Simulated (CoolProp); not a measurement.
R1224YDZ along the isobar 7.2 bar: fugacity coefficient from the reference equation and from simpler models built on Tc = 155.5 °C, pc = 33.34 bar, ω = 0.325; each cubic takes its own stable root.

Values from CoolProp's reference Helmholtz-energy equation of state, Akasaka 2023.

```json
[
 {"T (°C)": "-98.85", "phase": "liquid", "reference": "4.177e-5"},
 {"T (°C)": "-61.25", "phase": "liquid", "reference": "0.002020"},
 {"T (°C)": "-23.75", "phase": "liquid", "reference": "0.02433"},
 {"T (°C)": "13.85", "phase": "liquid", "reference": "0.1328"},
 {"T (°C)": "51.45", "phase": "liquid", "reference": "0.4396"},
 {"T (°C)": "89.05", "phase": "gas", "reference": "0.8657"},
 {"T (°C)": "126.65", "phase": "gas", "reference": "0.9059"},
 {"T (°C)": "164.25", "phase": "gas", "reference": "0.9313"}
]
```

Problem. How far does each simpler model (Redlich-Kwong, Soave-Redlich-Kwong, Peng-Robinson) lie from the reference over these 8 states: mean and median of the absolute difference, and the worst?

Solution. 
- Redlich-Kwong: mean 186.5 %, median 76.5 %, worst +793.2 % at -98.85 °C and 7.2 bar
- Soave-Redlich-Kwong: mean 3.4 %, median 1.3 %, worst +17.3 % at -98.85 °C and 7.2 bar
- Peng-Robinson: mean 7.9 %, median 0.9 %, worst +42.1 % at -98.85 °C and 7.2 bar
